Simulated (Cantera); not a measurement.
**Equilibrium for hydrogen reduction and annealing atmospheres: CuO + H₂ + H₂O**

Input: 1 mol CuO, 0.88 mol H₂, 0.095 mol H₂O, equilibrated at 5.20 mbar.

Method: chemical equilibrium by Gibbs-energy minimisation in Cantera with the NASA 1993 tables (ideal gas, pure condensed phases). Candidate condensed phases: Cu, CuO, Cu(OH)₂, Cu₂O, H₂O; 12 gas species. Each liquid is taken as pure. Mutual solubility and eutectic melting of coexisting phases are not modelled. Rates play no part.

```csv
T (K),x H₂O,x Cu,x O₂,x OH,x H₂,n Cu(s),n Cu₂O(s),n Cu(l),n Cu₂O(l)
1223,1.000,4.41e-6,3.06e-5,5.26e-6,5.09e-5,0.760,0.120,0,0
1298,1.000,2.89e-5,0.000202,2.13e-5,8.18e-5,0.761,0.120,0,0
1373,0.999,0.000152,0.00113,7.45e-5,0.000122,0,0.118,0.764,0
1448,0.993,0.000638,0.00641,0.000240,0.000158,0,0.107,0.784,0
1523,0.968,0.00232,0.0291,0.000674,0.000201,0,0,0.875,0.0612
1598,0.933,0.00742,0.0573,0.00143,0.000350,0,0,0.992,0
1673,0.919,0.0214,0.0564,0.00245,0.000810,0,0,0.977,0
1748,0.883,0.0560,0.0543,0.00394,0.00172,0,0,0.938,0
1823,0.804,0.135,0.0498,0.00583,0.00333,0,0,0.836,0
1898,0.639,0.304,0.0404,0.00754,0.00565,0,0,0.539,0
1973,0.462,0.485,0.0308,0.00887,0.00857,0,0,0,0
```
x: gas mole fraction; n: condensed amount in mol.

From 1223 K to 1298 K the condensed part is Cu(s) + Cu₂O(s). From 1373 K to 1448 K the condensed part is Cu(l) + Cu₂O(s). At 1523 K the condensed part is Cu(l) + Cu₂O(l). From 1598 K to 1898 K the condensed part is Cu(l). At 1973 K nothing is condensed. The main Cu-bearing gas is Cu throughout.
